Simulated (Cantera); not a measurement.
Charge: 1 mol SiCl4, 0.67 mol HCl, 0.92 mol H2, 1.8 mol Cl2, held at 1050 K and 750 Torr.

Cantera equilibrium calculation (NASA polynomials, part measured and part estimated; ideal gas, pure solids and liquids). Candidate condensed phases: Si; 19 gas species. Kinetics and transport are ignored.

Base state: HCl 0.572, SiCl4 0.228, Cl2 0.200, Cl 0.000354 (mole fractions); condensed: gas only.

Problem. What changes in the equilibrium state with this change: temperature from 1050 K to 1373.15 K?

Solution. 
```tsv
species	before	after
HCl	0.572	0.569
SiCl4	0.228	0.227
Cl2	0.200	0.194
Cl	0.000354	0.0101
```

Problem. What changes in the equilibrium state with this change: temperature from 1050 K to 1175 K?

Solution. 
```csv
species,before,after
HCl,0.572,0.571
SiCl4,0.228,0.228
Cl2,0.200,0.199
Cl,0.000354,0.00162
```
